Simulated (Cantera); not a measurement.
# Reactions in the system Cr-N-O

Standard-state values (1 bar) from the NASA 1993 polynomials, evaluated with Cantera. Values are per mole of reaction as written; species without (g) are pure solids or liquids, kept so even where they would boil at 1 bar.

2 Cr + 6 NO(g) → 3 N2(g) + 2 CrO3(g)

```csv
T (K),ΔH° (kJ),ΔS° (J/K),ΔG° (kJ),log10 K
300,-1133.4,-204.7,-1072.0,186.65
1223,-1144.2,-222.0,-872.8,37.28
1248,-1144.7,-222.4,-867.2,36.30
1273,-1145.3,-222.8,-861.7,35.36
1298,-1145.8,-223.2,-856.1,34.45
1323,-1146.4,-223.6,-850.5,33.58
1348,-1147.0,-224.1,-844.9,32.74
1373,-1147.6,-224.5,-839.3,31.93
```

N2(g) + 4 Cr2O3 → 4 CrO3(g) + 2 Cr2N

```csv
T (K),ΔH° (kJ),ΔS° (J/K),ΔG° (kJ),log10 K
300,3117.5,682.8,2912.6,-507.13
1223,3062.4,586.2,2345.4,-100.17
1248,3061.5,585.5,2330.8,-97.55
1273,3060.5,584.7,2316.2,-95.04
1298,3059.6,584.0,2301.6,-92.62
1323,3058.7,583.3,2287.0,-90.29
1348,3057.8,582.7,2272.4,-88.05
1373,3057.0,582.0,2257.8,-85.90
```
